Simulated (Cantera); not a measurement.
**Reactions in the system Cu-F-H-N**

Source: NASA polynomial tables (part measured, part estimated), evaluated in Cantera. Values are per mole of reaction as written; species without (g) are pure solids or liquids, kept so even where they would boil at 1 bar.

2 NF3(g) + 3 H2(g) + 3 Cu → 3 CuF2(g) + 2 NH3(g)

```
T (K)  ΔH° (kJ)  ΔS° (J/K)  ΔG° (kJ)  log10 K  condensed phases
-----  --------  ---------  --------  -------  ----------------
300      -629.4      173.4    -681.4   118.64             Cu(s)
948      -666.0      108.4    -768.8    42.36             Cu(s)
1048     -671.4      103.0    -779.3    38.84             Cu(s)
1148     -676.9       98.0    -789.4    35.92             Cu(s)
1248     -682.5       93.3    -798.9    33.44             Cu(s)
1348     -688.4       88.7    -808.0    31.31             Cu(s)
1448     -733.8       55.4    -814.1    29.37             Cu(l)
1548     -739.7       51.5    -819.4    27.65             Cu(l)
```
